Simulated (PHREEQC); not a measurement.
Make-up at 25 °C: 0.00017 mol Ca(HCO3)2 and 0.05 mol Na2HPO4 per kg of water. Closed to the air; pH follows from the charge balance.

Equilibrium calculation in PHREEQC: ion-association model, wateq4f.dat.

Each row changes one thing in this solution. Precipitation was switched off in this run.

| case | pH | ionic strength (mol/kgw) | HPO4-2 (mol/kgw) | NaHPO4- (mol/kgw) | H2PO4- (mol/kgw) | PO4-3 (mol/kgw) |
|---|---|---|---|---|---|---|
| as made | 9.06 | 0.144 | 0.0465 | 0.00292 | 0.000287 | 9.42e-5 |
| Ca(HCO3)2 left out | [?] | 0.144 | 0.0467 | 0.00293 | 0.000178 | 0.000153 |
| Ca(HCO3)2 from 0.00017 to 0.000187 mol/kgw | [?] | 0.144 | 0.0465 | 0.00292 | 0.000297 | 9.08e-5 |
| diluted 100-fold with water | [?] | 0.00149 | 0.000490 | 8.04e-7 | 8.89e-6 | 2.13e-7 |
| temperature from 25 to 85 °C | 8.62 | 0.144 | 0.0466 | 0.00256 | 0.000538 | 0.000110 |
| Ca(HCO3)2 from 0.00017 to 3.4e-05 mol/kgw | 9.21 | 0.144 | 0.0467 | 0.00293 | 0.000200 | 0.000136 |

Q: Some entries are withheld; supply them.

A: 
- Ca(HCO3)2 left out, pH: 9.27
- Ca(HCO3)2 from 0.00017 to 0.000187 mol/kgw, pH: 9.04
- diluted 100-fold with water, pH: 8.89

Some of these states are supersaturated (in Hydroxyapatite, for instance). H3PO4, which wateq4f.dat lacks, is added to it with the constant of phreeqc.dat. Away from 25 °C the constants follow the database's enthalpies or fits; those with neither stay at their 25 °C values.
